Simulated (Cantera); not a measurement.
Input: 1 mol TiO₂, 2.4 mol CO, held at 1025 K and 1.33 mbar.

Method: chemical equilibrium by Gibbs-energy minimisation in Cantera with the NASA 1993 tables (ideal gas, pure condensed phases). Candidate condensed phases: C, Ti, TiC, TiO, TiO₂, Ti₂O₃, Ti₃O₅, Ti₄O₇; 15 gas species. Kinetics and transport are ignored.

Base state: CO 1.000, CO₂ 0.000458 (mole fractions); condensed: C(graphite) + TiO₂(rutile).

What changes in the equilibrium state with this change: TiO₂ replaced by MgO?


```tsv
species	before	after
CO	1.000	1.000
CO₂	0.000458	0.000458
C(graphite), mol	0.00110	0.00110
TiO₂(rutile), mol	1.00	0
MgO(s), mol	0	1.00
```
Further candidate phases: Mg, MgCO₃, MgO.
